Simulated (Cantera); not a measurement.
A closed system holds: 1 mol BCl3, 0.49 mol NH3, 10 mol H2, equilibrated at 1423.15 K and 93000 Pa.

Equilibrium computed with Cantera from the NASA thermochemical tables; the gas is ideal and each condensed phase is pure. Candidate condensed phases: B, BN, NH4Cl; 21 gas species. Mutual solubility and eutectic melting of coexisting phases are not modelled. The tables' values for BCl2, BCl are old estimates; treat these amounts as uncertain. Gases not in the tables: BHCl2. Equilibrium is a limit: real reactors are often held back by kinetics, nucleation or transport.

Base state: H2 0.812, HCl 0.158, BCl3 0.0302, BCl2 0.000107, BCl 1.56e-5 (mole fractions); condensed: B(s) + BN(s).

Q: What changes in the equilibrium state with this change: temperature from 1423.15 K to 1350 K?

A: 
```
species       before    after
----------  --------  -------
H2             0.812    0.823
HCl            0.158    0.141
BCl3          0.0302   0.0362
BCl          1.56e-5  4.80e-6
BCl2        0.000107  5.17e-5
B(s), mol      0.145   0.0745
BN(s), mol     0.490    0.490
```
The tables' values for BCl2 are old estimates; treat these amounts as uncertain.
